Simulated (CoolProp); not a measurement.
Vapour-liquid equilibrium of hydrogen sulfide (1) + n-butane (2) at 0.0874 MPa; x and y are mole fractions of (1).

Model: multi-fluid Helmholtz-energy mixture model, Lemmon 2006 and Bücker 2006; pair parameters Kunz 2012, in CoolProp.

Task: Give the bubble temperature and the first vapour's composition at x = 0.05, 0.5, 0.95. Is there an azeotrope?

Result: x = 0.05: 247.1 K, y = 0.619; x = 0.5: 214.0 K, y = 0.955; x = 0.95: 210.6 K, y = 0.987. No azeotrope shows between x = 0.05 and 0.95.

Pair parameters are fitted to limited data, so mixtures are less certain than the pure fluids. With so large a gap from Raoult's law the liquid may split in two, which this calculation doesn't test in full.
